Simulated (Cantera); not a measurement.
Input (Python, Cantera):

```python
import numpy as np
import cantera as ct

gas = ct.Solution("gri30.yaml")
gas.TPX = 1150, 500000, {'CH3OH': 1, 'O2': 3.19, 'N2': 12}
reactor = ct.IdealGasConstPressureReactor(gas, energy="on", clone=False)
net = ct.ReactorNet([reactor])
net.rtol, net.atol = 1e-08, 1e-16
show = ['CH3OH', 'O2', 'NO', 'C2H', 'H2O2']
times = np.geomspace(2e-06, 8, 16)

steps = ct.SolutionArray(gas, extra=["t"])
rows = []
print(f"{'t/s':>10s}{'T/K':>9s}{'P/Pa':>11s}" + "".join(f"{s:>11s}" for s in show))
for t in times:
    while net.time < t:
        t_next = net.step()
        steps.append(gas.state, t=t_next)
    rows.append([np.interp(t, steps.t, y) for y in (steps.T, steps.P, *steps(*show).X.T)])
    print(f"{t:10.3e}{rows[-1][0]:9.1f}{rows[-1][1]:11.4g}" + "".join(f"{x:11.3e}" for x in rows[-1][2:]))
rate = np.gradient(steps.T, steps.t)
print("integrator steps:", len(steps.t))
if steps.T.max() > steps.T[0] + 200:
    print(f"time of steepest temperature rise: {steps.t[rate.argmax()]:.4e} s")
gas.TPX = 1150, 500000, {'CH3OH': 1, 'O2': 3.19, 'N2': 12}
gas.equilibrate("HP")
print(f"equilibrium (HP): T = {gas.T:.1f} K  " + "  ".join(f"{s} {gas[s].X[0]:.3e}" for s in show))
```

Result:

```
       t/s      T/K       P/Pa      CH3OH         O2         NO        C2H       H2O2
 2.000e-06   1150.0      5e+05  6.177e-02  1.970e-01  6.980e-22  6.479e-32  1.388e-15
 5.510e-06   1150.0      5e+05  6.177e-02  1.970e-01  2.137e-21  1.817e-31  3.486e-14
 1.518e-05   1150.0      5e+05  6.177e-02  1.970e-01  6.265e-21  5.104e-31  8.384e-13
 4.183e-05   1150.0      5e+05  6.177e-02  1.970e-01  1.809e-20  1.433e-30  2.003e-11
 1.152e-04   1150.0      5e+05  6.177e-02  1.970e-01  5.156e-20  4.038e-30  4.244e-10
 3.175e-04   1150.0      5e+05  6.176e-02  1.970e-01  1.489e-19  1.246e-29  6.899e-09
 8.747e-04   1150.0      5e+05  6.176e-02  1.970e-01  5.151e-19  6.629e-29  7.988e-08
 2.410e-03   1150.0      5e+05  6.174e-02  1.970e-01  5.482e-18  1.205e-27  8.392e-07
 6.639e-03   1168.4      5e+05  5.539e-02  1.929e-01  1.013e-14  1.764e-22  6.624e-04
 1.829e-02   2182.5      5e+05  1.036e-20  1.003e-01  5.470e-04  8.166e-29  2.707e-07
 5.040e-02   2179.6      5e+05  9.967e-21  9.962e-02  1.924e-03  7.375e-29  2.676e-07
 1.388e-01   2174.0      5e+05  9.233e-21  9.829e-02  4.615e-03  6.018e-29  2.618e-07
 3.825e-01   2168.6      5e+05  8.588e-21  9.704e-02  7.144e-03  4.956e-29  2.563e-07
 1.054e+00   2167.7      5e+05  8.475e-21  9.681e-02  7.603e-03  4.784e-29  2.553e-07
 2.904e+00   2167.7      5e+05  8.475e-21  9.681e-02  7.605e-03  4.783e-29  2.553e-07
 8.000e+00   2167.7      5e+05  8.475e-21  9.681e-02  7.605e-03  4.783e-29  2.553e-07
integrator steps: 2085
time of steepest temperature rise: 7.0420e-03 s
equilibrium (HP): T = 2167.7 K  CH3OH 8.758e-21  O2 9.681e-02  NO 7.605e-03  C2H 5.440e-29  H2O2 2.553e-07
```

Cantera simulation using GRI-Mech 3.0 (53 species, 325 reactions); the numbers are that mechanism's predictions, not measurements. GRI-Mech 3.0 was tuned for natural gas; its chemistry of methanol as a main component is partial and can be far from experiment.
